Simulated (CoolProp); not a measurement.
Octamethylcyclotetrasiloxane (D4) at 483.09 K and 0.095 MPa is throttled through a valve to 0.0605 MPa with no heat exchange. Each further row changes one setting.

Model: reference Helmholtz-energy equation of state, Thol 2015, in CoolProp.

| case | temperature change (K) | final density (kg/m³) |
|---|---|---|
| as stated | ___ | 4.63 |
| outlet pressure 0.0181 MPa | ___ | 1.35 |
| outlet pressure 0.0786 MPa | ___ | 6.08 |

Task: Complete the blanks.

Result: 
- as stated, temperature change (K): -0.6
- outlet pressure 0.0181 MPa, temperature change (K): -1.3
- outlet pressure 0.0786 MPa, temperature change (K): -0.3
